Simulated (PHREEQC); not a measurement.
# Phosphoric acid bath (model solution)

Dissolve 34 mmol/kgw KH2PO4 and 2.3 mmol/kgw HF at 25 °C. Closed to the air; pH follows from the charge balance.

All values are PHREEQC results (ion-association model, phreeqc.dat), not measurements.

No solid was allowed to form.

Question: What pH does the model give?

Answer: pH 3.50.

Question: In which forms is P present?

Answer: H2PO4- 96 %, H3PO4 3.8 % of the P.
